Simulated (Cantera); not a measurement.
An isothermal, constant-pressure homogeneous reactor starts with 74.6 % N₂O, 25.4 % O₂, at 1225 K and 25.5 Torr.

Model: GRI-Mech 3.0 (53 species, 325 reactions), integrated in Cantera. GRI-Mech 3.0 was tuned for natural gas; its chemistry of N2O as a main component is partial and can be far from experiment. Radical loss at walls, strong at low pressure, is not modelled. The mechanism lacks the step 2 NO + O2 → 2 NO2, which can matter for NO2 below about 1400 K. The temperature is held fixed by assumption; the heat of reaction is taken as removed at once.

x: mole fraction; the columns are a selection and need not sum to one.

```
t (s)     x N₂O   x O₂      x N₂     x NO₂      x NO
--------  -----  -----  --------  --------  --------
4.00e-6   0.746  0.254   5.02e-8    <1e-12  1.06e-10
1.35e-5   0.746  0.254   1.73e-7    <1e-12   1.20e-9
4.57e-5   0.746  0.254       [?]    <1e-12       [?]
0.000154  0.746  0.254   2.41e-6    <1e-12   1.27e-7
0.000522  0.746  0.254   1.01e-5    <1e-12   9.33e-7
0.00176   0.746  0.254   3.90e-5  6.56e-12   4.44e-6
0.00596   0.746  0.254  0.000137  8.94e-11   1.65e-5
0.0201    0.746  0.254  0.000470   1.06e-9   5.71e-5
0.0681    0.744  0.254   0.00159   1.15e-8  0.000194
0.230     0.738  0.256   0.00535   1.09e-7  0.000654
0.777     0.720  0.260       [?]       [?]       [?]
2.63      0.663  0.273    0.0572   3.17e-6   0.00698
8.88      0.507  0.309     0.164   1.02e-5    0.0200
30.0      0.224  0.374     0.359   2.43e-5    0.0436
```

### Question
Some entries are withheld; supply them.

### Answer

- 4.57e-5, x N₂: 6.18e-7
- 4.57e-5, x NO: 1.30e-8
- 0.777, x N₂: 0.0178
- 0.777, x NO₂: 7.38e-7
- 0.777, x NO: 0.00218
